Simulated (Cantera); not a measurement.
# Stirred combustor or abatement burner

A perfectly stirred reactor is fed with CH4 : C2H6 : C3H8 : O2 : N2 = 1 : 0.059 : 0.44 : 3.15 : 11.8 (molar parts), equivalence ratio 1.4, at 1.10 bar; it is adiabatic with a 325 K inlet, and is followed from long to short residence time, starting on the burning branch (τ in s: 0.11, 0.043, 0.017, 0.0067, 0.0027, 0.0011, 0.00042, 0.00017, 6.6e-05, 2.6e-05, 1e-05, 4.1e-06).

Model: GRI-Mech 3.0 (53 species, 325 reactions), integrated in Cantera. GRI-Mech 3.0 was tuned for natural gas; its chemistry of propane as a main component is partial and can be far from experiment.

```tsv
τ (s)	T (K)	x CH4	x C2H6	x C3H8	x NO	x CO	x C2H	x N2O
0.11	2029	6.60e-5	4.77e-8	2.16e-7	0.000159	0.0825	3.05e-8	1.28e-8
0.043	2024	8.67e-5	1.05e-7	4.67e-7	0.000185	0.0823	6.04e-8	2.14e-8
0.017	2017	0.000116	2.28e-7	9.87e-7	0.000200	0.0822	1.16e-7	3.44e-8
0.0067	2008	0.000172	5.07e-7	2.13e-6	0.000205	0.0820	2.26e-7	5.35e-8
0.0027	1996	0.000284	1.18e-6	4.70e-6	0.000194	0.0819	4.38e-7	7.71e-8
0.0011	1977	0.000518	2.97e-6	1.09e-5	0.000161	0.0821	8.20e-7	9.05e-8
0.00042	1931	0.00115	9.94e-6	3.08e-5	9.42e-5	0.0835	1.40e-6	6.55e-8
0.00017	325	0.0608	0.00359	0.0267	<1e-12	<1e-12	<1e-12	<1e-12
6.6e-5	325	0.0608	0.00359	0.0267	<1e-12	<1e-12	<1e-12	<1e-12
2.6e-5	325	0.0608	0.00359	0.0267	<1e-12	<1e-12	<1e-12	<1e-12
1.0e-5	325	0.0608	0.00359	0.0267	<1e-12	<1e-12	<1e-12	<1e-12
4.1e-6	325	0.0608	0.00359	0.0267	<1e-12	<1e-12	<1e-12	<1e-12
```
x: mole fraction; the columns are a selection and need not sum to one.
